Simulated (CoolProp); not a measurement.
Properties of R1233zd(E) along the isobar 2800 kPa.

Model: reference Helmholtz-energy equation of state, Akasaka 2022, in CoolProp.

```tsv
T (K)	phase	Z	cv (kJ/(kg K))	expansivity (1/kK)
367.4	liquid	0.1103	0.9100	2.982
373.8	liquid	0.1106	0.9180	3.202
380.1	liquid	0.1111	0.9260	3.465
386.5	liquid	0.1118	0.9343	3.795
392.8	liquid	0.1128	0.9428	4.210
399.2	liquid	0.1142	0.9518	4.772
405.5	liquid	0.1161	0.9614	5.557
411.9	liquid	0.1189	0.9724	6.798
418.2	liquid	0.1230	0.9853	9.045
430.9	gas	0.5829	0.9918	15.37
437.3	gas	0.6248	0.9849	11.42
443.6	gas	0.6572	0.9813	9.315
450	gas	0.6844	0.9797	7.939
```
